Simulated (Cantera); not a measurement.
A closed system holds: 1 mol C, 5.2 mol H2, at 1227 °C and 75.0 Torr.

These are equilibrium values from Cantera (NASA tables, ideal gas, pure condensed phases), not measurements of a reactor. Candidate condensed phases: C, C6H6, C7H8, C8H18; 76 gas species. Kinetics and transport are ignored.

Base state: H2 1.000, CH4 0.000257, H 5.57e-5 (mole fractions); condensed: C(graphite).

### Question
What changes in the equilibrium state with this change: 0.16 mol Cl2 added?

### Answer
```
species             before     after
----------------  --------  --------
H2                   1.000     0.940
HCl                      0    0.0597
CH4               0.000257  0.000227
H                  5.57e-5   5.40e-5
C(graphite), mol     0.999     0.999
```
